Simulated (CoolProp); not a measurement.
Properties of ethylene along the isotherm 27.85 °C (Tc = 9.2 °C, pc = 50.42 bar, ω = 0.087).

The numbers come from the reference Helmholtz-energy equation of state, Smukala 2000 in CoolProp.

```json
[
 {"p (bar)": "0.797", "phase": "gas", "Z": "0.9956", "cp (kJ/(kg K))": "1.545", "cv (kJ/(kg K))": "1.243", "Joule-Thomson coefficient (K/MPa)": "9.926", "fugacity coefficient": "0.9956"},
 {"p (bar)": "1.17", "phase": "gas", "Z": "0.9936", "cp (kJ/(kg K))": "1.548", "cv (kJ/(kg K))": "1.244", "Joule-Thomson coefficient (K/MPa)": "9.936", "fugacity coefficient": "0.9936"},
 {"p (bar)": "1.72", "phase": "gas", "Z": "0.9905", "cp (kJ/(kg K))": "1.554", "cv (kJ/(kg K))": "1.245", "Joule-Thomson coefficient (K/MPa)": "9.951", "fugacity coefficient": "0.9906"},
 {"p (bar)": "2.52", "phase": "gas", "Z": "0.9861", "cp (kJ/(kg K))": "1.561", "cv (kJ/(kg K))": "1.247", "Joule-Thomson coefficient (K/MPa)": "9.973", "fugacity coefficient": "0.9862"},
 {"p (bar)": "3.7", "phase": "gas", "Z": "0.9794", "cp (kJ/(kg K))": "1.573", "cv (kJ/(kg K))": "1.250", "Joule-Thomson coefficient (K/MPa)": "10.01", "fugacity coefficient": "0.9798"},
 {"p (bar)": "5.43", "phase": "gas", "Z": "0.9697", "cp (kJ/(kg K))": "1.592", "cv (kJ/(kg K))": "1.254", "Joule-Thomson coefficient (K/MPa)": "10.05", "fugacity coefficient": "0.9704"},
 {"p (bar)": "7.97", "phase": "gas", "Z": "0.9550", "cp (kJ/(kg K))": "1.621", "cv (kJ/(kg K))": "1.261", "Joule-Thomson coefficient (K/MPa)": "10.12", "fugacity coefficient": "0.9566"},
 {"p (bar)": "11.7", "phase": "gas", "Z": "0.9331", "cp (kJ/(kg K))": "1.667", "cv (kJ/(kg K))": "1.272", "Joule-Thomson coefficient (K/MPa)": "10.23", "fugacity coefficient": "0.9366"},
 {"p (bar)": "17.2", "phase": "gas", "Z": "0.8994", "cp (kJ/(kg K))": "1.748", "cv (kJ/(kg K))": "1.289", "Joule-Thomson coefficient (K/MPa)": "10.38", "fugacity coefficient": "0.9073"},
 {"p (bar)": "25.2", "phase": "gas", "Z": "0.8472", "cp (kJ/(kg K))": "1.902", "cv (kJ/(kg K))": "1.318", "Joule-Thomson coefficient (K/MPa)": "10.60", "fugacity coefficient": "0.8651"},
 {"p (bar)": "37", "phase": "gas", "Z": "0.7613", "cp (kJ/(kg K))": "2.261", "cv (kJ/(kg K))": "1.370", "Joule-Thomson coefficient (K/MPa)": "10.84", "fugacity coefficient": "0.8036"},
 {"p (bar)": "54.3", "phase": "supercritical", "Z": "0.6025", "cp (kJ/(kg K))": "3.687", "cv (kJ/(kg K))": "1.488", "Joule-Thomson coefficient (K/MPa)": "10.60", "fugacity coefficient": "0.7139"},
 {"p (bar)": "79.7", "phase": "supercritical", "Z": "0.3393", "cp (kJ/(kg K))": "6.905", "cv (kJ/(kg K))": "1.575", "Joule-Thomson coefficient (K/MPa)": "4.234", "fugacity coefficient": "0.5800"},
 {"p (bar)": "117", "phase": "supercritical", "Z": "0.3835", "cp (kJ/(kg K))": "3.700", "cv (kJ/(kg K))": "1.475", "Joule-Thomson coefficient (K/MPa)": "1.358", "fugacity coefficient": "0.4521"},
 {"p (bar)": "172", "phase": "supercritical", "Z": "0.5031", "cp (kJ/(kg K))": "3.003", "cv (kJ/(kg K))": "1.454", "Joule-Thomson coefficient (K/MPa)": "0.5088", "fugacity coefficient": "0.3642"},
 {"p (bar)": "252", "phase": "supercritical", "Z": "0.6788", "cp (kJ/(kg K))": "2.684", "cv (kJ/(kg K))": "1.455", "Joule-Thomson coefficient (K/MPa)": "0.08457", "fugacity coefficient": "0.3109"}
]
```

The peak of cp marks the crossing from liquid-like to gas-like fluid above the critical point.
